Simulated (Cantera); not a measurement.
What does this Cantera script print?

```python
import numpy as np
import cantera as ct

gas = ct.Solution("gri30.yaml")
gas.TPX = 1200, 2666, {'C2H6': 1, 'N2': 4.8, 'H2O': 0.028}
inlet = ct.Reservoir(gas, clone=True)

reactor = ct.IdealGasConstPressureReactor(gas, energy="off", clone=False)
exhaust = ct.Reservoir(gas, clone=True)
tau = [19, 6.7, 2.5, 0.89, 0.33, 0.12, 0.043, 0.016, 0.0057][0]
for a, b in ((inlet, reactor), (reactor, exhaust)):
    ct.MassFlowController(a, b, mdot=lambda t: reactor.mass / tau)
net = ct.ReactorNet([reactor])
show = ['C2H6', 'C2H', 'CH3', 'C2H4', 'HCN']

rows = []
print(f"{'tau/s':>10s}{'T/K':>9s}" + "".join(f"{s:>11s}" for s in show))
for tau in [19, 6.7, 2.5, 0.89, 0.33, 0.12, 0.043, 0.016, 0.0057]:
    net.initial_time = 0.0
    net.advance(30 * tau)
    before = gas.X
    net.advance(40 * tau)
    drift = np.max(np.abs(gas.X - before) / (gas.X + 1e-9))
    rows.append([gas.T, *gas[show].X, drift])
    print(f"{tau:10.3e}{gas.T:9.1f}" + "".join(f"{x:11.3e}" for x in gas[show].X))
```

It prints:

```
     tau/s      T/K       C2H6        C2H        CH3       C2H4        HCN
 1.900e+01   1200.0  1.184e-03  6.073e-10  1.961e-05  2.238e-02  1.062e-10
 6.700e+00   1200.0  2.780e-03  6.756e-10  2.938e-05  3.587e-02  9.778e-11
 2.500e+00   1200.0  6.447e-03  6.607e-10  4.410e-05  5.448e-02  9.147e-11
 8.900e-01   1200.0  1.591e-02  5.273e-10  6.937e-05  7.407e-02  8.497e-11
 3.300e-01   1200.0  3.744e-02  3.179e-10  1.060e-04  8.082e-02  7.308e-11
 1.200e-01   1200.0  7.883e-02  1.391e-10  1.492e-04  6.414e-02  5.712e-11
 4.300e-02   1200.0  1.257e-01  4.924e-11  1.774e-04  3.397e-02  4.409e-11
 1.600e-02   1200.0  1.537e-01  1.461e-11  1.723e-04  1.361e-02  3.157e-11
 5.700e-03   1200.0  1.664e-01  2.282e-12  1.271e-04  3.952e-03  1.397e-11
```

Computed with Cantera and GRI-Mech 3.0 (53 species, 325 reactions). GRI-Mech 3.0 stops at C3 and has no aromatics, soot or wall deposition, so with more carbon than oxygen in the feed, carbon stays in small species such as C2H2 where larger ones or solid carbon would form. Radical loss at walls, strong at low pressure, is not modelled.
